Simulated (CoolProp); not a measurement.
Vapour-liquid equilibrium of R143a (1) + R152A (2) at 0.0126 MPa; x and y are mole fractions of (1).

Model: multi-fluid Helmholtz-energy mixture model, Lemmon and Jacobsen 2000 and Outcalt 1996; pair parameters Bell 2016, in CoolProp.

Task: Give the bubble temperature and the first vapour's composition at x = 0.35, 0.425, 0.575. Is there an azeotrope?

Result: x = 0.35: 198.4 K, y = 0.706; x = 0.425: 197.0 K, y = 0.760; x = 0.575: 194.7 K, y = 0.843. No azeotrope shows between x = 0.05 and 0.95.

Pair parameters are fitted to limited data, so mixtures are less certain than the pure fluids.
